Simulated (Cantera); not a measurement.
Equilibrium for silicon oxide and oxynitride deposition: SiCl4 + O2 + H2

A closed system holds: 1 mol SiCl4, 3.3 mol O2, 1.4 mol H2, equilibrated at 7.50 Torr.

Equilibrium computed with Cantera from the NASA thermochemical tables; the gas is ideal and each condensed phase is pure. Candidate condensed phases: H2O, Si, SiO2; 30 gas species. The tables hold silica as quartz up to 1696 K and as liquid above; real silica turns to tridymite and cristobalite and melts near 1996 K. The numbers say what is thermodynamically allowed, not how fast it happens.

```csv
T (K),x HCl,x O2,x Cl2,x H2O,x Cl,x ClO,x OH,x HOCl,n SiO2(α-quartz),n SiO2(β-quartz)
775,0.333,0.377,0.200,0.0900,2.30e-5,1.91e-7,1.38e-9,1.89e-6,1.00,0
850,0.382,0.385,0.171,0.0625,0.000115,7.16e-7,1.06e-8,2.74e-6,0,1.00
925,0.415,0.391,0.150,0.0431,0.000449,2.17e-6,5.72e-8,3.64e-6,0,1.00
1000,0.438,0.394,0.136,0.0300,0.00143,5.60e-6,2.33e-7,4.52e-6,0,1.00
1075,0.453,0.396,0.125,0.0212,0.00391,1.27e-5,7.68e-7,5.38e-6,0,1.00
1150,0.462,0.397,0.116,0.0154,0.00935,2.56e-5,2.15e-6,6.19e-6,0,1.00
1225,0.466,0.396,0.107,0.0117,0.0199,4.71e-5,5.29e-6,6.92e-6,0,1.00
1300,0.465,0.393,0.0941,0.00941,0.0381,7.85e-5,1.19e-5,7.55e-6,0,1.00
```
x: gas mole fraction; n: condensed amount in mol.

At 775 K the condensed part is SiO2(α-quartz). From 850 K to 1300 K the condensed part is SiO2(β-quartz).
